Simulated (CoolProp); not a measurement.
Vapour-liquid equilibrium of n-butane (1) + cyclohexane (2) at 53.15 °C; x and y are mole fractions of (1).

The numbers come from the multi-fluid Helmholtz-energy mixture model, Bücker 2006 and Zhou 2014; pair parameters Bell 2016 in CoolProp.

| x | bubble pressure (MPa) | y at the bubble point | dew pressure at overall composition x (MPa) | liquid density (mol/L) |
|---|---|---|---|---|
| 0.05 | 0.05854 | 0.334 | 0.04266 | 8.919 |
| 0.2 | 0.1234 | 0.730 | 0.04979 | 9.041 |
| 0.35 | 0.1992 | 0.862 | 0.05980 | 9.146 |
| 0.5 | 0.2784 | 0.923 | 0.07494 | 9.230 |
| 0.65 | 0.3563 | 0.956 | 0.1006 | 9.288 |
| 0.8 | 0.4323 | 0.978 | 0.1542 | 9.310 |
| 0.95 | 0.5101 | 0.995 | 0.3396 | 9.283 |

No azeotrope shows between x = 0.05 and 0.95.

Pair parameters are fitted to limited data, so mixtures are less certain than the pure fluids.
